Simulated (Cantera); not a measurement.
What does this Cantera script print?

```python
import numpy as np
import cantera as ct

gas_names = """
    F F2 H HF H2 H2F2 H3F3 H4F4 H5F5 H6F6 H7F7 N NF NF2 NF3 NH NH2 NH3 N2 N2H2 N2H4
""".split()
cond_names = """

""".split()


# ... load() reads the species with a 1 bar reference pressure and builds the phases ...
atoms = {
    'NF3': {'N': 1, 'F': 3},
    'H2': {'H': 2},
}
top_T = {}  # K; cautious upper limits of use, not melting points


# ... equilibrate(T, P, feed) seeds the gas with the atoms and calls Mixture.equilibrate('TP', solver="vcs", rtol=1e-11, max_steps=5000) ...
results = []
T = 2598  # K
P = 13000000  # Pa
for m in [0.33, 0.49, 0.7, 1, 1.5, 2.1, 3.1, 4.5, 6.5, 9.5]:
    feed = {'NF3': 1, 'H2': m}  # mol
    mix = equilibrate(T, P, feed)
    results.append((T, P, feed, dict(zip(mix.species_names, mix.species_moles))))

top = {s: max(r[3][s] / sum(r[3][g] for g in gas_names) for r in results) for s in gas_names}
cols = sorted((s for s in top if top[s] > 1e-06), key=lambda s: -top[s])[:7]
seen = [c for c in cond_names if any(r[3].get(c, 0) > 1e-12 for r in results)]
print("log10 of partial pressures in bar; condensed amounts in mol")
print(f"{'n(H2)':>10s}" + "".join(f"{s[:9]:>10s}" for s in cols + seen))
for T, P, feed, n in results:
    ng = sum(n[g] for g in gas_names)
    print(f"{feed['H2']:10.4g}" + "".join(f"{np.log10(max(n[s] / ng * P / 1e5, 1e-99)):10.3f}" for s in cols)
          + "".join(f"{n.get(c, 0):10.4g}" for c in seen))
```

Result:

```
log10 of partial pressures in bar; condensed amounts in mol
     n(H2)        HF        H2         F        N2        F2         H      H2F2
      0.33     1.399    -9.023     1.918     1.279     0.486    -5.931    -2.436
      0.49     1.569    -8.560     1.856     1.276     0.361    -5.699    -2.098
       0.7     1.721    -8.059     1.757     1.274     0.164    -5.449    -1.794
         1     1.873    -7.356     1.558     1.271    -0.234    -5.098    -1.490
       1.5     2.046    -1.529    -1.182     1.269    -5.715    -2.184    -1.143
       2.1     1.978     1.277    -2.654     1.200    -8.658    -0.781    -1.280
       3.1     1.883     1.609    -2.914     1.105    -9.179    -0.615    -1.469
       4.5     1.777     1.777    -3.103     0.999    -9.557    -0.531    -1.680
       6.5     1.661     1.882    -3.273     0.883    -9.896    -0.478    -1.913
       9.5     1.530     1.955    -3.440     0.751   -10.231    -0.442    -2.176
```

Method: chemical equilibrium by Gibbs-energy minimisation in Cantera with the NASA 1993 tables (ideal gas, pure condensed phases). The ideal-gas law is rough above about 30 bar.
